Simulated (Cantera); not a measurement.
**N2O furnace oxynitridation**

An isothermal, constant-pressure homogeneous reactor starts with 52.6 % N2O, 0.152 % H2, 47.3 % N2, at 1500 K and 10.00 Torr.

Model: GRI-Mech 3.0 (53 species, 325 reactions), integrated in Cantera. GRI-Mech 3.0 was tuned for natural gas; its chemistry of N2O as a main component is partial and can be far from experiment. Radical loss at walls, strong at low pressure, is not modelled. The temperature is held fixed by assumption; the heat of reaction is taken as removed at once.

| t (s) | x N2O | x H2 | x NO2 | x NO | x O | x O2 | x H |
|---|---|---|---|---|---|---|---|
| 0.000600 | 0.525 | 0.00152 | 2.19e-10 | 2.98e-5 | 5.48e-5 | 4.46e-5 | 5.72e-7 |
| 0.00107 | 0.525 | 0.00150 | 3.99e-9 | 6.94e-5 | 6.24e-5 | 0.000104 | 8.95e-7 |
| 0.00191 | 0.525 | 0.00147 | 5.66e-8 | 0.000146 | 6.41e-5 | 0.000218 | 1.36e-6 |
| 0.00341 | 0.524 | 0.00137 | 5.69e-7 | 0.000283 | 6.39e-5 | 0.000430 | 1.92e-6 |
| 0.00609 | 0.522 | 0.00117 | 3.62e-6 | 0.000526 | 6.44e-5 | 0.000824 | 2.20e-6 |
| 0.0109 | 0.519 | 0.000841 | 1.39e-5 | 0.000954 | 6.57e-5 | 0.00155 | 1.77e-6 |
| 0.0194 | 0.515 | 0.000476 | 3.69e-5 | 0.00171 | 6.72e-5 | 0.00286 | 9.89e-7 |
| 0.0346 | 0.507 | 0.000201 | 7.28e-5 | 0.00306 | 6.83e-5 | 0.00516 | 4.38e-7 |
| 0.0618 | 0.494 | 5.78e-5 | 0.000105 | 0.00546 | 6.89e-5 | 0.00912 | 1.93e-7 |
| 0.110 | 0.471 | 8.81e-6 | 0.000114 | 0.00964 | 6.92e-5 | 0.0159 | 1.20e-7 |
| 0.197 | 0.434 | 4.59e-7 | 0.000113 | 0.0166 | 6.91e-5 | 0.0270 | 1.16e-7 |
| 0.352 | 0.377 | 1.05e-7 | 0.000107 | 0.0274 | 6.88e-5 | 0.0445 | 1.29e-7 |
| 0.628 | 0.294 | 1.12e-7 | 8.94e-5 | 0.0427 | 6.84e-5 | 0.0695 | 1.50e-7 |
| 1.12 | 0.193 | 1.31e-7 | 6.43e-5 | 0.0615 | 6.77e-5 | 0.100 | 1.85e-7 |
| 2.00 | 0.0941 | 1.63e-7 | 4.01e-5 | 0.0796 | 6.65e-5 | 0.130 | 2.38e-7 |
x: mole fraction; the columns are a selection and need not sum to one.

Equilibrium at this temperature and pressure: N2O 8.67e-9, H2 4.33e-8, NO2 7.48e-7, NO 0.00122, O 1.61e-5, O2 0.207, H 3.20e-8 (gas phase only).
